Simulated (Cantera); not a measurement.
A perfectly stirred reactor is fed with C2H6 : O2 : N2 : H2O = 1 : 8.14 : 35 : 4.9 (molar parts), equivalence ratio 0.43, at 80000 Pa; it is adiabatic with a 750 K inlet, and is followed from long to short residence time, starting on the burning branch (τ in s: 0.36, 0.17, 0.079, 0.037, 0.017, 0.008, 0.0037, 0.0017, 0.00081, 0.00038, 0.00018, 8.3e-05, 3.9e-05).

Cantera simulation using GRI-Mech 3.0 (53 species, 325 reactions); the numbers are that mechanism's predictions, not measurements.

Task: What does this change do: C2H6 1 to 0.65 parts?

Result: 
```json
[
 {"quantity": "blow-out, bracketed by the residence times tried", "before": "burning at 0.810 ms, out at 0.380 ms", "after": "burning at 17.0 ms, out at 8.00 ms"},
 {"quantity": "x(C2H6) at τ = 0.360 s", "before": "1.10e-6", "after": "3.76e-6"},
 {"quantity": "x(O2) at τ = 0.360 s", "before": "0.0936", "after": "0.120"},
 {"quantity": "x(H2O) at τ = 0.360 s", "before": "0.159", "after": "0.140"},
 {"quantity": "x(HO2) at τ = 0.360 s", "before": "1.31e-6", "after": "3.82e-6"},
 {"quantity": "x(CH4) at τ = 0.360 s", "before": "8.95e-8", "after": "1.81e-7"},
 {"quantity": "x(C2H6) at τ = 3.70 ms", "before": "2.46e-5", "after": "0.0133"},
 {"quantity": "x(O2) at τ = 3.70 ms", "before": "0.0948", "after": "0.167"},
 {"quantity": "x(H2O) at τ = 3.70 ms", "before": "0.157", "after": "0.101"},
 {"quantity": "x(HO2) at τ = 3.70 ms", "before": "1.88e-5", "after": "<1e-12"},
 {"quantity": "x(CH4) at τ = 3.70 ms", "before": "2.31e-6", "after": "<1e-12"}
]
```

Task: What does this change do: inlet temperature 750 to 450 K?

Result: 
```csv
quantity,before,after
"blow-out, bracketed by the residence times tried","burning at 0.810 ms, out at 0.380 ms","burning at 17.0 ms, out at 8.00 ms"
x(C2H6) at τ = 0.360 s,1.10e-6,4.81e-6
x(O2) at τ = 0.360 s,0.0936,0.0939
x(H2O) at τ = 0.360 s,0.159,0.159
x(HO2) at τ = 0.360 s,1.31e-6,4.79e-6
x(CH4) at τ = 0.360 s,8.95e-8,2.62e-7
x(C2H6) at τ = 3.70 ms,2.46e-5,0.0204
x(O2) at τ = 3.70 ms,0.0948,0.166
x(H2O) at τ = 3.70 ms,0.157,0.0999
x(HO2) at τ = 3.70 ms,1.88e-5,<1e-12
x(CH4) at τ = 3.70 ms,2.31e-6,<1e-12
```
